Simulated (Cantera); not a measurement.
An isothermal, constant-pressure homogeneous reactor starts with C₂H₆ : N₂ = 1 : 57 (molar parts), at 1350 K and 69.0 Pa. Integrator tolerance rtol = 1e-08.

Computed with Cantera and GRI-Mech 3.0 (53 species, 325 reactions). GRI-Mech 3.0 stops at C3 and has no aromatics, soot or wall deposition, so with more carbon than oxygen in the feed, carbon stays in small species such as C2H2 where larger ones or solid carbon would form. Radical loss at walls, strong at low pressure, is not modelled.

What does this change do: temperature 1350 to 1900 K?


```tsv
quantity	before	after
x(C₂H₆) at 10.0 s	9.44e-7 (gas-phase equilibrium <1e-12)	3.34e-11 (gas-phase equilibrium <1e-12)
x(CH₃) at 10.0 s	6.52e-5 (gas-phase equilibrium 1.32e-8)	1.77e-5 (gas-phase equilibrium 1.68e-8)
x(CH₄) at 10.0 s	0.00447 (gas-phase equilibrium 1.33e-6)	4.44e-5 (gas-phase equilibrium 4.86e-9)
x(C₂H₄) at 10.0 s	0.00101 (gas-phase equilibrium 1.32e-7)	9.01e-8 (gas-phase equilibrium 5.38e-10)
x(H₂) at 10.0 s	0.0257 (gas-phase equilibrium 0.0333)	0.0329 (gas-phase equilibrium 0.0306)
x(CH₂) at 10.0 s	2.93e-8 (gas-phase equilibrium 4.41e-12)	4.23e-7 (gas-phase equilibrium 3.55e-9)
```

What does this change do: C2H6 1 to 0.13 parts?


| quantity | before | after |
|---|---|---|
| x(C₂H₆) at 10.0 s | 9.44e-7 (gas-phase equilibrium <1e-12) | 1.39e-7 (gas-phase equilibrium <1e-12) |
| x(CH₃) at 10.0 s | 6.52e-5 (gas-phase equilibrium 1.32e-8) | 2.97e-5 (gas-phase equilibrium 2.95e-10) |
| x(CH₄) at 10.0 s | 0.00447 (gas-phase equilibrium 1.33e-6) | 0.000229 (gas-phase equilibrium 1.09e-8) |
| x(C₂H₄) at 10.0 s | 0.00101 (gas-phase equilibrium 1.32e-7) | 9.98e-5 (gas-phase equilibrium 4.82e-10) |
| x(H₂) at 10.0 s | 0.0257 (gas-phase equilibrium 0.0333) | 0.00404 (gas-phase equilibrium 0.00453) |
| x(CH₂) at 10.0 s | 2.93e-8 (gas-phase equilibrium 4.41e-12) | 1.01e-7 (gas-phase equilibrium <1e-12) |

What does this change do: temperature 1350 to 1075 K?


| quantity | before | after |
|---|---|---|
| x(C₂H₆) at 10.0 s | 9.44e-7 (gas-phase equilibrium <1e-12) | 0.0137 (gas-phase equilibrium 2.58e-10) |
| x(CH₃) at 10.0 s | 6.52e-5 (gas-phase equilibrium 1.32e-8) | 5.12e-5 (gas-phase equilibrium 9.04e-9) |
| x(CH₄) at 10.0 s | 0.00447 (gas-phase equilibrium 1.33e-6) | 0.000458 (gas-phase equilibrium 0.000162) |
| x(C₂H₄) at 10.0 s | 0.00101 (gas-phase equilibrium 1.32e-7) | 0.00319 (gas-phase equilibrium 1.40e-5) |
| x(H₂) at 10.0 s | 0.0257 (gas-phase equilibrium 0.0333) | 0.00307 (gas-phase equilibrium 0.0331) |
| x(CH₂) at 10.0 s | 2.93e-8 (gas-phase equilibrium 4.41e-12) | 3.39e-9 (gas-phase equilibrium <1e-12) |
